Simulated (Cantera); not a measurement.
Charge: 1 mol CF4, 0.036 mol HCl, 0.095 mol H2, held at 91.0 Pa.

These are equilibrium values from Cantera (NASA tables, ideal gas, pure condensed phases), not measurements of a reactor. Candidate condensed phases: C, C6H6, C7H8, C8H18; 118 gas species. Gases not in the tables: C2F6 and larger saturated fluorocarbons. Kinetics and transport are ignored. All values below are at 2275 K.

Base state: F 0.651, CF2 0.246, HF 0.0714, Cl 0.0114, CF 0.00988, CF4 0.00821, CF3 0.00233, C3 1.15e-5 (mole fractions); condensed: C(graphite).

Question: What changes in the equilibrium state with this change: H2 from 0.095 to 1.5 mol?

Answer: 
| species | before | after |
|---|---|---|
| HF | 0.0714 | 0.769 |
| F | 0.651 | 0.196 |
| CF2 | 0.246 | 0.0224 |
| Cl | 0.0114 | 0.00906 |
| CF4 | 0.00821 | 6.80e-5 |
| CF3 | 0.00233 | 6.39e-5 |
| H | 9.54e-6 | 0.000340 |
| HCl | 1.90e-6 | 5.40e-5 |
| CF | 0.00988 | 0.00298 |
| C(graphite), mol | 0.157 | 0.899 |
